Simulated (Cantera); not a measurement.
Input (Python, Cantera) and output of one run.

```python
import numpy as np
import cantera as ct

gas_names = """
    C CH CH2 CH3 CH2OH CH3O CH4 CH3OH CO CO2 COOH C2 C2H CHCO,ketyl C2H2,acetylene C2H2,vinylidene
    CH2CO,ketene C2H3,vinyl CH3CO,acetyl C2H4 C2H4O,ethylen CH3CHO,ethanal CH3COOH (HCOOH)2 C2H5 C2H6
    CH3OCH3 C2H5OH C2O C3 C3H3,propargyl C3H4,allene C3H4,propyne C3H4,cyclo- C3H5,allyl C3H6,propylene
    C3H6,cyclo- C3H6O C3H7,n-propyl C3H7,i-propyl C3H8 C3H8O,1propanol C3H8O,2propanol C3O2 C4 C4H2
    C4H4,1,3-cyclo- C4H6,butadiene C4H6,2-butyne C4H6,cyclo- C4H8,1-butene C4H8,cis2-buten
    C4H8,tr2-butene C4H8,isobutene C4H8,cyclo- (CH3COOH)2 C4H9,n-butyl C4H9,i-butyl C4H9,s-butyl
    C4H9,t-butyl C4H10,isobutane C4H10,n-butane C5 C5H6,1,3cyclo- C5H8,cyclo- C5H10,1-pentene
    C5H10,cyclo- C5H11,pentyl C5H11,t-pentyl C5H12,n-pentane C5H12,i-pentane CH3C(CH3)2CH3 C6H2
    C6H5,phenyl C6H5O,phenoxy C6H6 C6H5OH,phenol C6H10,cyclo- C6H12,1-hexene C6H12,cyclo- C6H13,n-hexyl
    C7H7,benzyl C7H8 C7H8O,cresol C7H14,1-heptene C7H15,n-heptyl C7H16,n-heptane C8H8,styrene
    C8H10,ethylbenz C8H16,1-octene C8H17,n-octyl C8H18,isooctane C8H18,n-octane C9H19,n-nonyl
    C10H8,naphthale C10H21,n-decyl C12H9,o-bipheny C12H10,bipheny H HCO HO2 H2 HCHO,formaldehy HCOOH H2O
    H2O2 O OH O2 O3
""".split()
cond_names = """
    C(gr) C6H6(L) C7H8(L) C8H18(L),n-octa H2O(s) H2O(L)
""".split()


def load(file, names, dense=False):
    # The tables refer to 1 bar. Condensed volumes are neglected.
    table = {s.name: s for s in ct.Species.list_from_file(file)}
    out = []
    for n in names:
        d = dict(table[n].input_data)
        d["thermo"] = dict(d["thermo"], **{"reference-pressure": 1e5})
        if dense:
            d["equation-of-state"] = {"model": "constant-volume", "density": "1e6 g/cm^3"}
        out.append(ct.Species.from_dict(d))
    return out


gas = ct.Solution(thermo="ideal-gas", species=load("nasa_gas.yaml", gas_names))
cond = {s.name: ct.Solution(thermo="fixed-stoichiometry", species=[s], name=s.name)
        for s in load("nasa_condensed.yaml", cond_names, dense=True)}
atoms = {
    'toluene': {'C': 7, 'H': 8},
    'H2': {'H': 2},
    'O2': {'O': 2},
}
top_T = {'C(gr)': 4500}  # K; cautious upper limits of use, not melting points


def equilibrate(T, P, feed):
    n = {}
    for name, mol in feed.items():
        for a, k in atoms[name].items():
            n[a] = n.get(a, 0.0) + k * mol
    gas.TPX = T, P, n
    mass = sum(n.values()) * gas.mean_molecular_weight
    gas.equilibrate("TP")
    valid = [c for c in cond.values() if c.min_temp <= T <= top_T.get(c.name, c.max_temp)]
    mix = ct.Mixture([(gas, mass / gas.mean_molecular_weight)] + [(c, 0.0) for c in valid])
    mix.T, mix.P = T, P
    mix.equilibrate("TP", solver="vcs", rtol=1e-11, max_steps=5000)
    return mix


results = []
feed = {'toluene': 1, 'H2': 27, 'O2': 0.31}  # mol
P = 53  # Pa
for T in [2525, 2575, 2625, 2675, 2725, 2775, 2825]:
    mix = equilibrate(T, P, feed)
    results.append((T, P, feed, dict(zip(mix.species_names, mix.species_moles))))
    x = sorted(zip(gas.X, gas.species_names), reverse=True)
    print(f"T = {T:g} K  P = {P:g} Pa  gas = {mix.phase_moles(0):.4g} mol")
    print("   x: " + "  ".join(f"{s} {v:.3e}" for v, s in x if v > 0.001))
    print("   condensed (mol): " + ("  ".join(f"{mix.phase(i).name} {mix.phase_moles(i):.4g}"
          for i in range(1, mix.n_phases) if mix.phase_moles(i) > 1e-12) or "none"))
```

Output:

```
T = 2525 K  P = 53 Pa  gas = 47.86 mol
   x: H 6.742e-01  H2 3.066e-01  CO 1.295e-02  C2H2,acetylene 3.681e-03  C3 1.378e-03
   condensed (mol): C(gr) 5.732
T = 2575 K  P = 53 Pa  gas = 50.49 mol
   x: H 7.383e-01  H2 2.408e-01  CO 1.228e-02  C2H2,acetylene 3.540e-03  C3 2.909e-03
   condensed (mol): C(gr) 5.411
T = 2625 K  P = 53 Pa  gas = 53.1 mol
   x: H 7.914e-01  H2 1.841e-01  CO 1.168e-02  C3 5.960e-03  C2H2,acetylene 3.288e-03  C 1.612e-03  C2H 1.305e-03
   condensed (mol): C(gr) 4.782
T = 2675 K  P = 53 Pa  gas = 55.71 mol
   x: H 8.309e-01  H2 1.371e-01  C3 1.188e-02  CO 1.113e-02  C 2.970e-03  C2H2,acetylene 2.953e-03  C2H 1.815e-03  C2 1.132e-03
   condensed (mol): C(gr) 3.541
T = 2725 K  P = 53 Pa  gas = 58.46 mol
   x: H 8.542e-01  H2 9.932e-02  C3 2.306e-02  CO 1.060e-02  C 5.351e-03  C2H2,acetylene 2.560e-03  C2H 2.444e-03  C2 2.219e-03
   condensed (mol): C(gr) 1.112
T = 2775 K  P = 53 Pa  gas = 60.49 mol
   x: H 8.746e-01  H2 7.232e-02  C3 2.735e-02  CO 1.025e-02  C 8.072e-03  C2 3.106e-03  C2H 2.375e-03  C2H2,acetylene 1.623e-03
   condensed (mol): none
T = 2825 K  P = 53 Pa  gas = 61.82 mol
   x: H 8.930e-01  H2 5.302e-02  C3 2.598e-02  C 1.117e-02  CO 1.003e-02  C2 3.721e-03  C2H 1.997e-03
   condensed (mol): none
```

Cantera equilibrium calculation (NASA polynomials, part measured and part estimated; ideal gas, pure solids and liquids).
